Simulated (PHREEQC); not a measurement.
1 kg of water holding 0.23 mol NaHCO3 and 0.21 mol NaCl meets 20 L of dry gas (CH4 1 by moles) at fixed total pressure, at 25 °C; fugacities by Peng-Robinson. The gases take part in no redox reaction, some water evaporates into the gas, and hydrates or a liquid gas phase aren't modelled. Nothing may precipitate in this run.

All values are PHREEQC results (ion-association model, phreeqc.dat), not measurements.

Problem. Predict dissolved CH4 (mol/kgw) at P (atm) = 10, 40, 50, 75, 150.

Solution. 
```json
[
 {"P (atm)": "10", "dissolved CH4 (mol/kgw)": "0.0138"},
 {"P (atm)": "40", "dissolved CH4 (mol/kgw)": "0.0499"},
 {"P (atm)": "50", "dissolved CH4 (mol/kgw)": "0.0603"},
 {"P (atm)": "75", "dissolved CH4 (mol/kgw)": "0.0833"},
 {"P (atm)": "150", "dissolved CH4 (mol/kgw)": "0.134"}
]
```
